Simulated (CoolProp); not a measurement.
Values from CoolProp's reference Helmholtz-energy equation of state, Gao 2022.

### Question
Give the vapour pressure (kPa), liquid density (kg/m³), vapour density (kg/m³), enthalpy of vaporisation (kJ/kg) of saturated n-perfluorohexane at 21.25, 46.65, 65.75 °C.

### Answer
| T (°C) | p (kPa) | liquid density (kg/m³) | vapour density (kg/m³) | enthalpy of vaporisation (kJ/kg) |
|---|---|---|---|---|
| 21.25 | 24.9 | 1690 | 3.51 | 94.1 |
| 46.65 | 70.0 | 1610 | 9.35 | 87.4 |
| 65.75 | 134 | 1550 | 17.5 | 82.0 |
